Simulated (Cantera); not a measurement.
# Ignition delay

Mixture: 28.7 % CO, 2.87 % H₂, 14.4 % O₂, 54.0 % N₂, equivalence ratio 1.1, at 10.0 bar, adiabatic and at constant volume. Ignition delay is the time to a rise of 400 K.

Cantera simulation using GRI-Mech 3.0 (53 species, 325 reactions); the numbers are that mechanism's predictions, not measurements. The hydrogen kinetics of GRI-Mech 3.0 are dated; newer H2 mechanisms differ, most at raised pressure. Where the delays flatten at high temperature, the 400 K rule measures the pace of heat release, not the induction time.

```tsv
T0 (K)	delay (ms)
1025	1.53
1100	0.285
1175	0.0602
1250	0.0184
1325	0.00910
1400	0.00582
1475	0.00428
1550	0.00342
1625	0.00289
1700	0.00254
```
